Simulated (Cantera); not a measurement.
An adiabatic, constant-pressure homogeneous reactor starts with CH₄ : CO : O₂ : N₂ = 1 : 1.1 : 1.5 : 5.64 (molar parts), at 1198 K and 4.93 atm. Integrator tolerance rtol = 1e-08.

Computed with Cantera and GRI-Mech 3.0 (53 species, 325 reactions).

Problem. What does this change do: pressure from 4.93 atm to 2.47 atm?

Solution. 
```
quantity                                                              before                                      after
---------------------------------  -----------------------------------------  -----------------------------------------
time of steepest temperature rise                                    27.8 ms                                    50.9 ms
temperature at 3.00 s                                                 2572 K                                     2558 K
equilibrium temperature                                               2572 K                                     2558 K
x(CH₄) at 3.00 s                   1.34e-11 (gas-phase equilibrium 1.51e-11)  3.52e-12 (gas-phase equilibrium 3.99e-12)
x(CO) at 3.00 s                          0.156 (gas-phase equilibrium 0.156)        0.156 (gas-phase equilibrium 0.156)
x(O₂) at 3.00 s                      8.30e-5 (gas-phase equilibrium 8.30e-5)  0.000144 (gas-phase equilibrium 0.000144)
x(H₂) at 3.00 s                        0.0589 (gas-phase equilibrium 0.0589)      0.0589 (gas-phase equilibrium 0.0589)
x(C₂H₂) at 3.00 s                      <1e-12 (gas-phase equilibrium <1e-12)      <1e-12 (gas-phase equilibrium <1e-12)
x(NO₂) at 3.00 s                     1.63e-8 (gas-phase equilibrium 1.63e-8)    1.98e-8 (gas-phase equilibrium 1.98e-8)
x(NO) at 3.00 s                    0.000444 (gas-phase equilibrium 0.000444)  0.000571 (gas-phase equilibrium 0.000571)
```

Problem. What does this change do: CH4 1 to 0.42 parts?

Solution. 
```
quantity                                                              before                                    after
---------------------------------  -----------------------------------------  ---------------------------------------
time of steepest temperature rise                                    27.8 ms                                  13.6 ms
temperature at 3.00 s                                                 2572 K                                   2712 K
equilibrium temperature                                               2572 K                                   2712 K
x(CH₄) at 3.00 s                   1.34e-11 (gas-phase equilibrium 1.51e-11)    <1e-12 (gas-phase equilibrium <1e-12)
x(CO) at 3.00 s                          0.156 (gas-phase equilibrium 0.156)    0.0406 (gas-phase equilibrium 0.0406)
x(O₂) at 3.00 s                      8.30e-5 (gas-phase equilibrium 8.30e-5)    0.0265 (gas-phase equilibrium 0.0265)
x(H₂) at 3.00 s                        0.0589 (gas-phase equilibrium 0.0589)  0.00386 (gas-phase equilibrium 0.00386)
x(C₂H₂) at 3.00 s                      <1e-12 (gas-phase equilibrium <1e-12)    <1e-12 (gas-phase equilibrium <1e-12)
x(NO₂) at 3.00 s                     1.63e-8 (gas-phase equilibrium 1.63e-8)  6.14e-6 (gas-phase equilibrium 6.14e-6)
x(NO) at 3.00 s                    0.000444 (gas-phase equilibrium 0.000444)    0.0107 (gas-phase equilibrium 0.0107)
```
